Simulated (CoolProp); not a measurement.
The fluid at 298.15 K and 4.94 MPa is throttled through a valve to 0.672 MPa with no heat exchange. The same conditions are run with several fluids, on thermodynamics alone (safety and materials aside).

The numbers come from the reference Helmholtz-energy equation of state of each fluid (toluene: Lemmon 2006; chloromethane (R40): Thol 2014; decamethylcyclopentasiloxane (D5): Thol 2019; n-butane: Bücker 2006; R245ca: Zhou 2016) in CoolProp.

Task: Rank toluene, chloromethane (R40), decamethylcyclopentasiloxane (D5), n-butane, R245ca by temperature change (K), highest first.

Result: toluene (+2.0), decamethylcyclopentasiloxane (D5) (+1.8), n-butane (+1.3), R245ca (+1.1), chloromethane (R40) (+1.0)

| fluid | final density (kg/m³) |
|---|---|
| toluene | 861 |
| chloromethane (R40) | 910 |
| decamethylcyclopentasiloxane (D5) | 953 |
| n-butane | 572 |
| R245ca | 1390 |
